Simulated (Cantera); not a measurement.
Mixture: H₂ : O₂ : N₂ = 1 : 0.5 : 1.65 (molar parts), at 0.661 atm, adiabatic and at constant volume. Ignition delay is the time to a rise of 400 K.

Cantera simulation using GRI-Mech 3.0 (53 species, 325 reactions); the numbers are that mechanism's predictions, not measurements. Where the delays flatten at high temperature, the 400 K rule measures the pace of heat release, not the induction time.

Q: What does this change do: O2 0.5 to 0.27 parts?

A: 
```csv
quantity,before,after
delay at 1200 K,61.3 µs,95.7 µs
delay at 1250 K,48.3 µs,75.8 µs
delay at 1300 K,39.4 µs,62.3 µs
delay at 1350 K,33.0 µs,53.0 µs
delay at 1400 K,28.5 µs,46.4 µs
delay at 1450 K,25.2 µs,41.8 µs
delay at 1500 K,22.8 µs,38.8 µs
```
